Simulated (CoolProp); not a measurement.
A single-stage vapour-compression cycle with R1224YDZ: evaporating at 253.15 K (dew point), condensing at 316.15 K (bubble point), superheat 8 K, subcooling 2 K, compressor efficiency 0.7, no pressure losses. Each further row changes one setting.

Values from CoolProp's reference Helmholtz-energy equation of state, Akasaka 2023.

```
case                              cooling COP  pressure ratio  discharge temperature (K)  refrigerating effect (kJ/kg)  volumetric capacity (kJ/m³)
--------------------------------  -----------  --------------  -------------------------  ----------------------------  ---------------------------
as stated                                 ___            12.7                      340.7                           123                          179
evaporating temperature 258.15 K         2.46            9.83                      338.2                           126                          ___
condensing temperature 311.15 K           ___             ___                      335.6                           128                          188
subcooling 7 K                            ___            12.7                      340.7                           128                          188
superheat 18 K                           2.20            12.7                      351.4                           130                          182
compressor efficiency 0.6                 ___            12.7                      351.4                           123                          179
```

Problem. Complete the blanks.

Solution. 
- as stated, cooling COP: 2.16
- evaporating temperature 258.15 K, volumetric capacity (kJ/m³): 234
- condensing temperature 311.15 K, cooling COP: 2.42
- condensing temperature 311.15 K, pressure ratio: 10.9
- subcooling 7 K, cooling COP: 2.27
- compressor efficiency 0.6, cooling COP: 1.85
